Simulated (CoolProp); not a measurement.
Vapour-liquid equilibrium of dimethyl ether (1) + R227EA (2) at 291.1 K; x and y are mole fractions of (1).

The numbers come from the multi-fluid Helmholtz-energy mixture model, Wu 2011 and Lemmon 2016; pair parameters Bell 2016 in CoolProp.

Task: Give the bubble pressure and the first vapour's composition at x = 0.125, 0.65, 0.725. Is there an azeotrope?

Result: x = 0.125: 3.311 bar, y = 0.074; x = 0.65: 3.627 bar, y = 0.779; x = 0.725: 3.866 bar, y = 0.846. y crosses x between x = 0.275 and 0.35: the model has an azeotrope there.

Pair parameters are fitted to limited data, so mixtures are less certain than the pure fluids.
